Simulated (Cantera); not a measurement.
## Thermodynamics of aluminium nitride and oxide growth, feed AlCl3 + H2O + H2

Charge: 1 mol AlCl3, 6.4 mol H2O, 180 mol H2, equilibrated at 0.750 Torr.

Cantera equilibrium calculation (NASA polynomials, part measured and part estimated; ideal gas, pure solids and liquids). Candidate condensed phases: Al, AlCl3, Al2O3, H2O; 29 gas species. The tables' values for AlOH are old estimates; treat these amounts as uncertain. The numbers say what is thermodynamically allowed, not how fast it happens.

From 1073 K to 2273 K the condensed part is Al2O3(s).

| T (K) | log p H2 | log p H | log p H2O | log p HCl | log p Cl | log p AlCl | log p Al | log p OH | n Al2O3(s) |
|---|---|---|---|---|---|---|---|---|---|
| 1073 | -3.02 | -9.36 | -4.58 | -4.80 | -11.18 | <-15 | <-15 | -13.36 | 0.500 |
| 1173 | -3.02 | -8.44 | -4.58 | -4.80 | -10.27 | <-15 | <-15 | -12.16 | 0.500 |
| 1273 | -3.02 | -7.66 | -4.58 | -4.80 | -9.51 | -14.08 | <-15 | -11.16 | 0.500 |
| 1373 | -3.02 | -6.99 | -4.58 | -4.80 | -8.85 | -12.61 | <-15 | -10.30 | 0.500 |
| 1473 | -3.02 | -6.41 | -4.58 | -4.80 | -8.28 | -11.34 | <-15 | -9.56 | 0.500 |
| 1573 | -3.02 | -5.90 | -4.58 | -4.80 | -7.78 | -10.24 | -13.52 | -8.91 | 0.500 |
| 1673 | -3.02 | -5.45 | -4.58 | -4.80 | -7.34 | -9.28 | -11.99 | -8.34 | 0.500 |
| 1773 | -3.02 | -5.06 | -4.59 | -4.80 | -6.95 | -8.44 | -10.63 | -7.83 | 0.500 |
| 1873 | -3.03 | -4.70 | -4.59 | -4.81 | -6.61 | -7.69 | -9.42 | -7.37 | 0.498 |
| 1973 | -3.04 | -4.39 | -4.59 | -4.82 | -6.30 | -7.03 | -8.35 | -6.97 | 0.489 |
| 2073 | -3.06 | -4.11 | -4.60 | -4.85 | -6.04 | -6.46 | -7.39 | -6.59 | 0.457 |
| 2173 | -3.09 | -3.86 | -4.59 | -4.91 | -5.82 | -6.01 | -6.56 | -6.24 | 0.349 |
| 2273 | -3.14 | -3.64 | -4.57 | -5.01 | -5.66 | -5.70 | -5.87 | -5.88 | 0.0387 |
log p: log10 of the partial pressure in bar; n: condensed amount in mol.
